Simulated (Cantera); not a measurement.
A perfectly stirred reactor is fed with CO : H2 : O2 : N2 : CO2 = 1 : 0.48 : 1.51 : 5.68 : 0.33 (molar parts), equivalence ratio 0.49, at 1.00 bar; it is adiabatic with a 423 K inlet, and is followed from long to short residence time, starting on the burning branch (τ in s: 0.023, 0.013, 0.0074, 0.0043, 0.0024, 0.0014, 0.0008, 0.00046, 0.00026, 0.00015, 8.6e-05, 4.9e-05, 2.8e-05).

Model: GRI-Mech 3.0 (53 species, 325 reactions), integrated in Cantera.

### Question
What does this change do: 0.63 parts H2O added?

### Answer
| quantity | before | after |
|---|---|---|
| blow-out, bracketed by the residence times tried | burning at 0.460 ms, out at 0.260 ms | burning at 0.460 ms, out at 0.260 ms |
| x(CO) at τ = 23.0 ms | 0.00314 | 0.00204 |
| x(H2) at τ = 23.0 ms | 0.000256 | 0.000304 |
| x(O2) at τ = 23.0 ms | 0.0939 | 0.0871 |
| x(H2O2) at τ = 23.0 ms | 1.54e-7 | 2.87e-7 |
| x(NO) at τ = 23.0 ms | 1.83e-5 | 5.14e-6 |
| x(CO) at τ = 0.800 ms | 0.0222 | 0.0189 |
| x(H2) at τ = 0.800 ms | 0.00168 | 0.00219 |
| x(O2) at τ = 0.800 ms | 0.101 | 0.0945 |
| x(H2O2) at τ = 0.800 ms | 9.91e-7 | 1.77e-6 |
| x(NO) at τ = 0.800 ms | 9.73e-6 | 3.03e-6 |

### Question
What does this change do: inlet temperature 423 to 748 K?

### Answer
| quantity | before | after |
|---|---|---|
| blow-out, bracketed by the residence times tried | burning at 0.460 ms, out at 0.260 ms | burning at 86.0 µs, out at 49.0 µs |
| x(CO) at τ = 23.0 ms | 0.00314 | 0.00448 |
| x(H2) at τ = 23.0 ms | 0.000256 | 0.000334 |
| x(O2) at τ = 23.0 ms | 0.0939 | 0.0939 |
| x(H2O2) at τ = 23.0 ms | 1.54e-7 | 7.37e-8 |
| x(NO) at τ = 23.0 ms | 1.83e-5 | 0.000131 |
| x(CO) at τ = 0.800 ms | 0.0222 | 0.0234 |
| x(H2) at τ = 0.800 ms | 0.00168 | 0.00188 |
| x(O2) at τ = 0.800 ms | 0.101 | 0.0998 |
| x(H2O2) at τ = 0.800 ms | 9.91e-7 | 3.86e-7 |
| x(NO) at τ = 0.800 ms | 9.73e-6 | 2.68e-5 |
